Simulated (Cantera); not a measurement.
# Roasting and sulfation: MgO + SO2 + N2

Charge: 1 mol MgO, 0.8 mol SO2, 22 mol N2, held at 1650 K and 1.00 bar.

Cantera equilibrium calculation (NASA polynomials, part measured and part estimated; ideal gas, pure solids and liquids). Candidate condensed phases: Mg, MgO, MgS, MgSO4, S; 22 gas species. The numbers say what is thermodynamically allowed, not how fast it happens.

| Property | Result |
|---|---|
| x(N2) | 0.965 |
| x(SO2) | 0.0350 |
| x(SO) | 3.71e-5 |
| x(NO) | 1.72e-5 |
| x(O2) | 8.96e-6 |
| x(SO3) | 1.96e-6 |
| n(MgO(s)) | 1.00 mol |
| gas amount | 22.80 mol |
| log10 activity of S(l) (absent) | -5.39 |
| log10 activity of Mg(l) (absent) | -10.71 |
